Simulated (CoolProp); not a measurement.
20 sccm (0 °C, 1 atm) of nitrogen bubbles through liquid octamethylcyclotetrasiloxane (D4) at 318.3 K and leaves saturated at a total pressure of 0.00816 MPa (ideal gas phase). Each further row changes one setting.

Computed with CoolProp (reference Helmholtz-energy equation of state, Thol 2015).

```
case                       vapour pressure (kPa)  mole fraction of vapour  delivery (mg/min)  delivery (sccm)  change of delivery for a bath 1 K warmer (%)
-------------------------  ---------------------  -----------------------  -----------------  ---------------  --------------------------------------------
as stated                                  0.534                   0.0654               18.5                ?                                             ?
bath temperature 323.3 K                   0.726                   0.0889               25.8                ?                                             ?
total pressure 0.0163 MPa                  0.534                   0.0327               8.96            0.677                                           6.7
```

Problem. Fill in the missing entries.

Solution. 
- as stated, delivery (sccm): 1.40
- as stated, change of delivery for a bath 1 K warmer (%): 6.9
- bath temperature 323.3 K, delivery (sccm): 1.95
- bath temperature 323.3 K, change of delivery for a bath 1 K warmer (%): 6.8
